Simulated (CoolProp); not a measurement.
Vapour-liquid equilibrium of R114 (1) + n-pentane (2) at 381.3 K; x and y are mole fractions of (1).

Computed with CoolProp (multi-fluid Helmholtz-energy mixture model, Platzer 1990 and Thol 2019; pair parameters Bell 2016). This equation is an older, rougher fit; its heat capacities, sound speeds and derivatives of the liquid may be far off and weren't checked against measurements.

```
x     bubble pressure (MPa)  y at the bubble point  dew pressure at overall composition x (MPa)  liquid density (mol/L)
----  ---------------------  ---------------------  -------------------------------------------  ----------------------
0.05                 0.7824                  0.120                                       0.7382                   7.256
0.15                 0.9174                  0.299                                       0.8024                   7.178
0.25                  1.038                  0.428                                       0.8767                   7.098
0.35                  1.148                  0.528                                       0.9625                   7.016
0.45                  1.247                  0.612                                        1.061                   6.935
0.55                  1.337                  0.685                                        1.173                   6.855
0.65                  1.421                  0.754                                        1.294                   6.779
0.75                  1.499                  0.820                                        1.417                   6.710
0.85                  1.571                  0.889                                        1.531                   6.651
0.95                  1.636                  0.961                                        1.627                   6.607
```

No azeotrope shows between x = 0.05 and 0.95.

The pair parameters rest on a limited set of measurements; away from them the model extrapolates.
